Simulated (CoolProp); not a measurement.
Saturation properties of R113.

The numbers come from the reference Helmholtz-energy equation of state, Marx 1992 in CoolProp.

| T (°C) | p (MPa) | liquid density (kg/m³) | vapour density (kg/m³) | enthalpy of vaporisation (kJ/kg) | liquid cp (kJ/(kg K)) | surface tension (mN/m) |
|---|---|---|---|---|---|---|
| -13.25 | 0.007607 | 1652 | 0.6636 | 162.6 | 0.8855 | 21.6 |
| -4.45 | 0.01207 | 1632 | 1.021 | 160.1 | 0.8921 | 20.6 |
| 4.25 | 0.01841 | 1612 | 1.514 | 157.5 | 0.8992 | 19.6 |
| 13.05 | 0.02737 | 1591 | 2.189 | 154.9 | 0.9069 | 18.5 |
| 21.85 | 0.03954 | 1571 | 3.085 | 152.3 | 0.9149 | 17.5 |
| 30.55 | 0.05551 | 1550 | 4.231 | 149.7 | 0.9231 | 16.6 |
| 39.35 | 0.07648 | 1528 | 5.707 | 146.9 | 0.9319 | 15.6 |
| 48.15 | 0.1032 | 1507 | 7.556 | 144.1 | 0.9410 | 14.6 |
| 56.95 | 0.1368 | 1485 | 9.840 | 141.3 | 0.9505 | 13.7 |
| 65.65 | 0.1777 | 1462 | 12.60 | 138.3 | 0.9603 | 12.7 |
| 74.45 | 0.2280 | 1439 | 15.96 | 135.2 | 0.9708 | 11.8 |

It boils at 47.6 °C under 1 atm.

Surface tension comes from a separate correlation (Mulero 2012).
